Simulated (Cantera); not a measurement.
What does this Cantera script print?

```python
import numpy as np
import cantera as ct

gas_names = """
    CL CL2 Si SiCL SiCL2 SiCL3 SiCL4 Si2 Si3
""".split()
cond_names = """
    Si(cr) Si(L)
""".split()


# ... load() reads the species with a 1 bar reference pressure and builds the phases ...
atoms = {
    'Si': {'Si': 1},
    'Cl2': {'CL': 2},
}
top_T = {}  # K; cautious upper limits of use, not melting points


# ... equilibrate(T, P, feed) seeds the gas with the atoms and calls Mixture.equilibrate('TP', solver="vcs", rtol=1e-11, max_steps=5000) ...
results = []
feed = {'Si': 1, 'Cl2': 4.7}  # mol
T = 1050  # K
P = 1000  # Pa
mix = equilibrate(T, P, feed)
results.append((T, P, feed, dict(zip(mix.species_names, mix.species_moles))))
print(gas.report(threshold=1e-06))
for i in range(1, mix.n_phases):
    print(f"{mix.phase(i).name:16s} {mix.phase_moles(i):12.5e} mol")
```

Output:

```
       temperature   1050 K
          pressure   1000 Pa
           density   0.011148 kg/m^3
  mean mol. weight   97.324 kg/kmol
   phase of matter   gas

                          1 kg             1 kmol
                     ---------------   ---------------
          enthalpy       -1.4082e+06       -1.3705e+08  J
   internal energy       -1.4979e+06       -1.4578e+08  J
           entropy            3724.1        3.6245e+05  J/K
    Gibbs function       -5.3186e+06       -5.1762e+08  J
 heat capacity c_p            573.59             55823  J/K
 heat capacity c_v            488.15             47509  J/K

                      mass frac. Y      mole frac. X     chem. pot. / RT
                     ---------------   ---------------   ---------------
                CL         0.0024548         0.0067394           -17.045
               CL2           0.52736            0.7239           -34.091
             SiCL4           0.47019           0.26936           -128.07
     [   +6 minor]        1.3603e-08        9.8481e-09

Si(cr)            0.00000e+00 mol
```

Cantera equilibrium calculation (NASA polynomials, part measured and part estimated; ideal gas, pure solids and liquids).
